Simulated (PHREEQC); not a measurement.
A solution holds 0.12 mol CuSO4, 0.00021 mol HCl and 0.18 mol FeCl3 per kg of water, at 25 °C. Closed to the air; pH follows from the charge balance.

Equilibrium calculation in PHREEQC: ion-association model, phreeqc.dat.

Each row changes one thing in this solution. Precipitation was switched off in this run.

| case | pH | ionic strength (mol/kgw) | Cl- (mol/kgw) | Cu+2 (mol/kgw) | FeSO4+ (mol/kgw) | FeCl+2 (mol/kgw) | SI of Goethite (FeOOH) | SI of Hematite (Fe2O3) |
|---|---|---|---|---|---|---|---|---|
| as made | 2.16 | 0.712 | 0.426 | 0.0845 | 0.0723 | 0.0519 | +4.56 | +11.14 |
| 0.043 mol/kgw Na2SO4 added | 2.26 | 0.744 | [?] | 0.0799 | 0.0865 | 0.0416 | +4.74 | +11.49 |
| FeCl3 from 0.18 to 0.27 mol/kgw | 2.13 | [?] | 0.587 | 0.0819 | 0.0798 | 0.101 | +4.59 | +11.19 |
| diluted 5-fold with water | 2.26 | 0.175 | 0.0993 | 0.0203 | 0.0154 | [?] | +4.66 | +11.32 |
| 0.18 mol/kgw FeSO4 added | 2.52 | 0.977 | 0.462 | 0.0717 | [?] | 0.0261 | +5.26 | +12.53 |
| temperature from 25 to 15 °C | 2.22 | 0.723 | 0.431 | 0.0918 | 0.0727 | 0.0462 | +4.46 | +10.89 |
| CuSO4 from 0.12 to 0.108 mol/kgw | 2.13 | 0.700 | 0.423 | 0.0771 | 0.0675 | 0.0551 | +4.51 | +11.04 |
| temperature from 25 to 45 °C | 2.07 | 0.688 | 0.412 | 0.0663 | 0.0695 | 0.0599 | +4.76 | +11.62 |

Problem. Complete the blanks.

Solution. 
- 0.043 mol/kgw Na2SO4 added, Cl- (mol/kgw): 0.444
- FeCl3 from 0.18 to 0.27 mol/kgw, ionic strength (mol/kgw): 0.931
- diluted 5-fold with water, FeCl+2 (mol/kgw): 0.00538
- 0.18 mol/kgw FeSO4 added, FeSO4+ (mol/kgw): 0.104

The ionic strength passes 0.7 mol/kgw, the rough limit of the ion-association models, in as made; 0.043 mol/kgw Na2SO4 added; FeCl3 from 0.18 to 0.27 mol/kgw; 0.18 mol/kgw FeSO4 added; temperature from 25 to 15 °C. Some of these states are supersaturated (in Hematite (slow to form), Goethite (slow to form), for instance). Constants without temperature data keep their 25 °C values here.
